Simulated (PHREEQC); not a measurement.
Solution (63 °C and 100 atm): 0.0013 mol HF, 0.0081 mol H2SiF6 and 3.5e-05 mol H3PO4 per kg of water. Closed to the air; pH follows from the charge balance.

Computed with PHREEQC (ion-association model, phreeqc.dat).

Precipitation was switched off in this run.

Q: Order these F species by the share of F that they hold, largest first: SiF6-2, HF, F-.

A: SiF6-2 (75 %), HF (24 %), F- (0.84 %)

The pH is 1.94 and the ionic strength 0.0192 mol/kgw. Saturation is exceeded, for instance for Quartz (slow to form), Chalcedony (slow to form); the values hold only as long as no solid forms. Species that the database lacks are ignored. Under pressure, the constants of complexes without a molar volume in the database are unreliable. Away from 25 °C the constants follow the database's enthalpies or fits; those with neither stay at their 25 °C values. SiF6-2 is the database's only silicon fluoride.
